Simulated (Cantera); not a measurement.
## Stirred combustor or abatement burner

A perfectly stirred reactor is fed with CH₄ : C₂H₆ : C₃H₈ : O₂ : N₂ = 1 : 1.2 : 0.16 : 5.39 : 20.3 (molar parts), equivalence ratio 1.3, at 16.0 bar; it is adiabatic with a 550 K inlet, and is followed from long to short residence time, starting on the burning branch (τ in s: 0.044, 0.021, 0.01, 0.005, 0.0024, 0.0012, 0.00058, 0.00028, 0.00014, 6.6e-05, 3.2e-05).

Computed with Cantera and GRI-Mech 3.0 (53 species, 325 reactions). The pressure lies above the range GRI-Mech 3.0 was tuned for (to about 10 atm).

| τ (s) | T (K) | x CH₄ | x C₂H₆ | x C₃H₈ | x CO₂ | x CH₂ |
|---|---|---|---|---|---|---|
| 0.044 | 2279 | 3.03e-5 | 8.03e-8 | 9.74e-9 | 0.0580 | 1.15e-7 |
| 0.021 | 2278 | 5.36e-5 | 1.66e-7 | 1.99e-8 | 0.0580 | 2.33e-7 |
| 0.010 | 2277 | 9.07e-5 | 3.42e-7 | 4.02e-8 | 0.0580 | 4.64e-7 |
| 0.0050 | 2276 | 0.000143 | 6.71e-7 | 7.72e-8 | 0.0580 | 8.72e-7 |
| 0.0024 | 2273 | 0.000223 | 1.37e-6 | 1.53e-7 | 0.0580 | 1.67e-6 |
| 0.0012 | 2269 | 0.000326 | 2.66e-6 | 2.89e-7 | 0.0579 | 3.02e-6 |
| 0.00058 | 2263 | 0.000467 | 5.35e-6 | 5.61e-7 | 0.0576 | 5.47e-6 |
| 0.00028 | 2253 | 0.000652 | 1.08e-5 | 1.09e-6 | 0.0570 | 9.57e-6 |
| 0.00014 | 2237 | 0.000900 | 2.13e-5 | 2.06e-6 | 0.0559 | 1.57e-5 |
| 6.6e-5 | 2205 | 0.00136 | 4.79e-5 | 4.38e-6 | 0.0535 | 2.55e-5 |
| 3.2e-5 | 2135 | 0.00247 | 0.000132 | 1.11e-5 | 0.0479 | 3.56e-5 |
x: mole fraction; the columns are a selection and need not sum to one.
